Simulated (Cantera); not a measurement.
Mixture: 6.93 % CH4, 10.7 % O2, 69.3 % N2, 13.2 % H2O, equivalence ratio 1.3, at 1.00 bar, adiabatic and at constant volume. Ignition delay is the time to a rise of 400 K.

Model: GRI-Mech 3.0 (53 species, 325 reactions), integrated in Cantera.

Q: Predict: delay at 1075 K; delay at 1275 K; delay at 1475 K; delay at 1675 K; apparent activation energy between 1575 and 1775 K.

A: 
```
Property                                                Result
--------------------------------------------------  ----------
delay at 1075 K                                        0.694 s
delay at 1275 K                                        43.3 ms
delay at 1475 K                                        3.56 ms
delay at 1675 K                                       0.443 ms
apparent activation energy between 1575 and 1775 K  210 kJ/mol
```
